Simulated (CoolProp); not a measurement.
The numbers come from the reference Helmholtz-energy equation of state, Colonna 2008 in CoolProp. It is a short technical equation, of lower accuracy than the large ones.

**Question.** For dodecamethylcyclohexasiloxane (D6), give the phase and the Z, cp (kJ/(kg K)), speed of sound (m/s), Joule-Thomson coefficient (K/MPa) at 620 K and 2.19 bar; 620 K and 3.06 bar; 620 K and 4.81 bar.

**Answer.** 
- 620 K and 2.19 bar: gas; Z 0.885, cp 1.97, speed of sound 95.7, Joule-Thomson coefficient 11.7
- 620 K and 3.06 bar: gas; Z 0.835, cp 1.99, speed of sound 90.2, Joule-Thomson coefficient 12.8
- 620 K and 4.81 bar: gas; Z 0.724, cp 2.03, speed of sound 77.2, Joule-Thomson coefficient 16.8
